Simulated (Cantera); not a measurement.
A jet of H₂ : O₂ : N₂ = 0.018 : 0.079 : 0.79 (molar parts), equivalence ratio 0.11 at 300 K and 0.0247 atm hits a platinum plate 9.4 cm away at a mass flux of 0.022 kg/m²/s; the plate temperature is set and raised in steps from an oxygen-covered start.

Cantera simulation using Deutschmann's 1995 Pt surface mechanism with GRI-Mech 3.0 gas chemistry; the numbers are that mechanism's predictions, not measurements. Catalytic surfaces can have several steady states; this one follows from the mechanism file's or the stated starting coverage.

x: mole fraction at the wall; θ: surface coverage.

```
plate T (K)  wall x H₂  wall x O₂  wall x H₂O  wall x OH  θ free Pt   θ O*  θ OH*
-----------  ---------  ---------  ----------  ---------  ---------  -----  -----
700            0.00236     0.0700      0.0344      <1e-8     0.0783  0.920      …
750            0.00183     0.0695      0.0352      <1e-8      0.109  0.890      …
800            0.00133     0.0690      0.0360      <1e-8      0.159  0.840      …
850           0.000994     0.0687      0.0364    1.93e-8      0.223  0.776      …
900           0.000788     0.0685      0.0367    6.06e-8      0.294  0.705      …
950           0.000655     0.0684      0.0368    1.68e-7      0.368  0.632      …
```

Problem. Some entries are withheld; supply them.

Solution. 
- 700, θ OH*: 0.00156
- 750, θ OH*: 0.00132
- 800, θ OH*: 0.00118
- 850, θ OH*: 0.00105
- 900, θ OH*: 0.000919
- 950, θ OH*: 0.000795
